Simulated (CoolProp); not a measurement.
Computed with CoolProp (reference Helmholtz-energy equation of state, Lemmon 2006). It is a short technical equation, of lower accuracy than the large ones.

Problem. Give the vapour pressure (bar), liquid density (kg/m³), vapour density (kg/m³), enthalpy of vaporisation (kJ/kg) of saturated acetone at 310, 318.6 K.

Solution. 
```tsv
T (K)	p (bar)	liquid density (kg/m³)	vapour density (kg/m³)	enthalpy of vaporisation (kJ/kg)
310	0.501	771	1.17	522
318.6	0.695	761	1.59	513
```
